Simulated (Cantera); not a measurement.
Mixture: 31.2 % CO, 4.99 % H2, 4.06 % CH4, 12.5 % O2, 46.8 % N2, 0.468 % C2H6, at 101000 Pa, adiabatic and at constant pressure. Ignition delay is the time to a rise of 400 K.

Model: GRI-Mech 3.0 (53 species, 325 reactions), integrated in Cantera.

### Question
Predict: delay at 1175 K; delay at 1325 K; delay at 1475 K; delay at 1625 K; delay at 1775 K; apparent activation energy between 1625 and 1775 K.

### Answer
```json
{
  "delay at 1175 K": "1.01 ms",
  "delay at 1325 K": "0.304 ms",
  "delay at 1475 K": "0.110 ms",
  "delay at 1625 K": "47.5 µs",
  "delay at 1775 K": "24.2 µs",
  "apparent activation energy between 1625 and 1775 K": "110 kJ/mol"
}
```
